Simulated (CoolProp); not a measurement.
Saturated liquid density (kg/m³) of R22: the reference equation beside estimates from Tc = 96.1 °C, pc = 4.990 MPa, ω = 0.221. Rackett uses Z = 0.29056 − 0.08775 ω.

Computed with CoolProp (reference Helmholtz-energy equation of state, Kamei 1995).

```tsv
T (°C)	reference	Rackett	van der Waals	Redlich-Kwong	Soave-Redlich-Kwong	Peng-Robinson
-87.95	1539	1510	920.5	1367	1389	1563
-84.35	1530	1501	…	1358	1382	1555
-80.85	1520	1492	910.5	1350	1374	1547
-77.35	1511	1483	905.4	1342	1367	1540
-73.85	1502	1474	900.3	…	1359	1531
-70.25	1492	1465	895.0	1324	1351	1523
-66.75	1482	1456	…	1315	1343	…
-63.25	1473	…	884.5	1306	1335	1506
-59.65	1463	…	878.9	…	1327	1497
-56.15	1453	…	873.5	1288	1318	1488
-52.65	1443	1418	867.9	1278	1310	1478
-49.15	1433	1408	862.3	1268	1301	1469
```

### Question
What belongs in the gaps?

### Answer

- -84.35, van der Waals: 915.4
- -73.85, Redlich-Kwong: 1333
- -66.75, van der Waals: 889.8
- -66.75, Peng-Robinson: 1514
- -63.25, Rackett: 1446
- -59.65, Rackett: 1437
- -59.65, Redlich-Kwong: 1297
- -56.15, Rackett: 1427

Absolute difference from the reference over all 12 rows, mean and median: Rackett 1.8 and 1.8 %, van der Waals 40.0 and 40.0 %, Redlich-Kwong 11.3 and 11.3 %, Soave-Redlich-Kwong 9.4 and 9.4 %, Peng-Robinson 2.1 and 2.1 %.
